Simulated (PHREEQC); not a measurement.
0.25 g of hydrous ferric oxide (600 m²/g; 0.2 weak and 0.005 strong sites per Fe, Dzombak-Morel constants, diffuse double layer) in 1 kg of water with 0.1 mol/kgw of an inert sodium salt and 0.082 mmol/kgw ZnSO4 and 0.008 mmol/kgw NaF, at 25 °C; the pH is set by adding NaOH or the inert anion's acid. Oxygen is held at 0.21 atm. CO2 from the air is kept out. Nothing may precipitate in this run.

Base run: PHREEQC, ion-association model, wateq4f.dat. Each further column changes one thing. The table gives Zn sorbed (%).

```json
[
 {"pH": "4", "base": "0.0", "no electrostatic term (-no_edl)": "0.0", "background salt from 0.1 to 0.01 mol/kgw": "0.0", "oxide from 0.25 to 1.2 g/kgw": "0.1", "0.00051 mol/kgw SrCl2 added": "0.0"},
 {"pH": "5.33", "base": "5.4", "no electrostatic term (-no_edl)": "7.5", "background salt from 0.1 to 0.01 mol/kgw": "6.4", "oxide from 0.25 to 1.2 g/kgw": "20.5", "0.00051 mol/kgw SrCl2 added": "5.4"},
 {"pH": "6", "base": "17.9", "no electrostatic term (-no_edl)": "24.2", "background salt from 0.1 to 0.01 mol/kgw": "19.6", "oxide from 0.25 to 1.2 g/kgw": "63.1", "0.00051 mol/kgw SrCl2 added": "17.9"},
 {"pH": "6.67", "base": "45.4", "no electrostatic term (-no_edl)": "71.4", "background salt from 0.1 to 0.01 mol/kgw": "50.4", "oxide from 0.25 to 1.2 g/kgw": "92.2", "0.00051 mol/kgw SrCl2 added": "45.3"},
 {"pH": "8", "base": "98.7", "no electrostatic term (-no_edl)": "99.4", "background salt from 0.1 to 0.01 mol/kgw": "99.1", "oxide from 0.25 to 1.2 g/kgw": "100.0", "0.00051 mol/kgw SrCl2 added": "98.7"},
 {"pH": "9.33", "base": "99.9", "no electrostatic term (-no_edl)": "98.4", "background salt from 0.1 to 0.01 mol/kgw": "99.9", "oxide from 0.25 to 1.2 g/kgw": "100.0", "0.00051 mol/kgw SrCl2 added": "99.6"},
 {"pH": "10", "base": "99.8", "no electrostatic term (-no_edl)": "80.1", "background salt from 0.1 to 0.01 mol/kgw": "99.9", "oxide from 0.25 to 1.2 g/kgw": "100.0", "0.00051 mol/kgw SrCl2 added": "97.0"},
 {"pH": "10.67", "base": "99.4", "no electrostatic term (-no_edl)": "26.9", "background salt from 0.1 to 0.01 mol/kgw": "99.8", "oxide from 0.25 to 1.2 g/kgw": "100.0", "0.00051 mol/kgw SrCl2 added": "…"},
 {"pH": "12", "base": "66.1", "no electrostatic term (-no_edl)": "0.2", "background salt from 0.1 to 0.01 mol/kgw": "…", "oxide from 0.25 to 1.2 g/kgw": "…", "0.00051 mol/kgw SrCl2 added": "2.3"}
]
```

Q: Fill in the missing entries.

A: 
- 10.67, 0.00051 mol/kgw SrCl2 added: 69.7
- 12, background salt from 0.1 to 0.01 mol/kgw: 91.7
- 12, oxide from 0.25 to 1.2 g/kgw: 97.8

 In at least one series the solution becomes supersaturated in solids that the run did not let form, among them Zn(OH)2-e.
